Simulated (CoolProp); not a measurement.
Properties of n-butane along the isobar 120 bar (Tc = 152.0 °C, pc = 37.96 bar, ω = 0.201).

Values from CoolProp's reference Helmholtz-energy equation of state, Bücker 2006.

```
T (°C)          phase  speed of sound (m/s)  expansivity (1/kK)  viscosity (µPa s)  Prandtl number  fugacity coefficient
------  -------------  --------------------  ------------------  -----------------  --------------  --------------------
14.75          liquid                  1067               1.617                201            3.98               0.02229
29.15          liquid                  1001               1.700                177            3.79               0.03401
43.55          liquid                   [?]               1.795                157            3.62               0.04944
57.85          liquid                 873.0                 [?]                140            3.48               0.06876
72.25          liquid                 811.1               2.038                [?]            3.35               0.09243
86.65          liquid                 750.7               2.193                112            3.22                0.1204
100.95         liquid                 692.3                 [?]                100            3.10                0.1522
115.35         liquid                 635.2               2.595                [?]            2.98                0.1881
129.75         liquid                 579.9               2.859                [?]            2.85                0.2273
144.05         liquid                 527.0               3.174                [?]            2.71                0.2690
158.45  supercritical                 476.2               3.560               63.1            2.57                0.3131
172.85  supercritical                 428.2                 [?]               55.5            2.41                0.3586
187.15  supercritical                 384.2               4.581               48.6            2.24                0.4042
201.55  supercritical                 344.7               5.203               42.2            2.06                0.4499
```

Q: Fill in the missing entries.

A: 
- 43.55, speed of sound (m/s): 936.0
- 57.85, expansivity (1/kK): 1.906
- 72.25, viscosity (µPa s): 125
- 100.95, expansivity (1/kK): 2.376
- 115.35, viscosity (µPa s): 89.6
- 129.75, viscosity (µPa s): 80.0
- 144.05, viscosity (µPa s): 71.2
- 172.85, expansivity (1/kK): 4.027

Viscosity comes from a separate model (Vogel 1999). Thermal conductivity comes from a separate model (Perkins 2002).
